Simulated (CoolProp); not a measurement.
Vapour-liquid equilibrium of R125 (1) + R1234yf (2) at 0.27 MPa; x and y are mole fractions of (1).

The numbers come from the multi-fluid Helmholtz-energy mixture model, Lemmon 2005 and Lemmon 2022; pair parameters Bell 2023 in CoolProp.

Task: Give the bubble temperature and the first vapour's composition at x = 0.05, 0.55, 0.85. Is there an azeotrope?

Result: x = 0.05: 267.0 K, y = 0.096; x = 0.55: 254.9 K, y = 0.715; x = 0.85: 249.6 K, y = 0.922. No azeotrope shows between x = 0.05 and 0.95.

The pair parameters rest on a limited set of measurements; away from them the model extrapolates.
